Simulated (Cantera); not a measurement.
An adiabatic, constant-volume homogeneous reactor starts with 1.55 % CH4, 7.97 % O2, 87.7 % N2, 2.80 % H2O, at 1700 K and 1.00 bar.

Model: GRI-Mech 3.0 (53 species, 325 reactions), integrated in Cantera.

x: mole fraction; the columns are a selection and need not sum to one.

```tsv
t (s)	T (K)	P (bar)	x CH4	x O2	x H2O	x CH3	x HCO	x CH2	x CH2CO
8.00e-6	1700	1.000	0.0155	0.0797	0.0280	(withheld)	2.97e-12	2.61e-11	<1e-12
2.47e-5	1700	1.000	0.0155	0.0797	0.0280	(withheld)	4.59e-11	1.80e-10	<1e-12
7.63e-5	1700	1.000	0.0155	0.0797	0.0280	(withheld)	9.74e-10	1.99e-9	1.94e-10
0.000235	1702	1.00	0.0147	0.0793	0.0285	(withheld)	9.52e-8	1.16e-7	3.55e-7
0.000727	2061	1.22	<1e-12	0.0478	0.0552	<1e-12	3.01e-10	<1e-12	<1e-12
0.00224	2116	1.25	<1e-12	0.0481	0.0578	<1e-12	4.92e-12	<1e-12	<1e-12
0.00693	2119	1.25	<1e-12	0.0482	0.0580	<1e-12	2.91e-12	<1e-12	<1e-12
0.0214	2118	1.25	<1e-12	0.0481	0.0580	<1e-12	2.90e-12	<1e-12	<1e-12
0.0660	2118	1.25	<1e-12	0.0480	0.0580	<1e-12	2.86e-12	<1e-12	<1e-12
0.204	2115	1.25	<1e-12	0.0475	0.0580	<1e-12	2.78e-12	<1e-12	<1e-12
0.629	2110	1.24	<1e-12	0.0466	0.0580	<1e-12	2.61e-12	<1e-12	<1e-12
1.94	2105	1.24	<1e-12	0.0459	0.0580	<1e-12	2.47e-12	<1e-12	<1e-12
6.00	2105	1.24	<1e-12	0.0458	0.0580	<1e-12	2.46e-12	<1e-12	<1e-12
```

**Question.** What belongs in the gaps?

**Answer.** 
- 8.00e-6, x CH3: 3.53e-6
- 2.47e-5, x CH3: 1.37e-5
- 7.63e-5, x CH3: 5.65e-5
- 0.000235, x CH3: 0.000377
